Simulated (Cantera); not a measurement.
## CaCO₃ + C + H₂ (calcination and drying)

Charge: 1 mol CaCO₃, 0.26 mol C, 0.012 mol H₂, at 0.143 Torr.

Cantera equilibrium calculation (NASA polynomials, part measured and part estimated; ideal gas, pure solids and liquids). Candidate condensed phases: C, C₆H₆, C₇H₈, C₈H₁₈, Ca, CaCO₃, CaO, Ca(OH)₂, H₂O; 115 gas species. The numbers say what is thermodynamically allowed, not how fast it happens.

At 648 K the condensed part is C(graphite) + CaCO₃(calcite) + CaO(s). From 798 K to 2148 K the condensed part is CaO(s).

```csv
T (K),x H₂,x CO₂,x CO,x O₂,x O,x H₂O,x H,x CH₄,n C(graphite),n CaCO₃(calcite),n CaO(s)
648,0.961,0.00355,0.0206,<1e-12,<1e-12,0.0104,<1e-12,0.00479,0.260,1.000,0.000233
798,0.00710,0.579,0.411,<1e-12,<1e-12,0.00234,1.63e-11,7.76e-11,0,0,1.00
948,0.00532,0.578,0.413,<1e-12,<1e-12,0.00411,2.77e-9,<1e-12,0,0,1.00
1098,0.00393,0.576,0.414,<1e-12,<1e-12,0.00550,1.12e-7,<1e-12,0,0,1.00
1248,0.00299,0.575,0.415,2.70e-11,2.51e-11,0.00645,1.85e-6,<1e-12,0,0,1.00
1398,0.00236,0.575,0.416,9.02e-9,6.32e-9,0.00706,1.67e-5,<1e-12,0,0,1.00
1548,0.00193,0.574,0.416,9.68e-7,5.44e-7,0.00744,9.83e-5,<1e-12,0,0,1.00
1698,0.00161,0.574,0.416,4.50e-5,2.13e-5,0.00756,0.000421,<1e-12,0,0,1.000
1848,0.00130,0.570,0.418,0.00109,0.000454,0.00713,0.00139,<1e-12,0,0,1.000
1998,0.000980,0.531,0.439,0.0130,0.00545,0.00542,0.00364,<1e-12,0,0,1.000
2148,0.000610,0.387,0.513,0.0523,0.0320,0.00235,0.00747,<1e-12,0,0,0.998
```
x: gas mole fraction; n: condensed amount in mol.
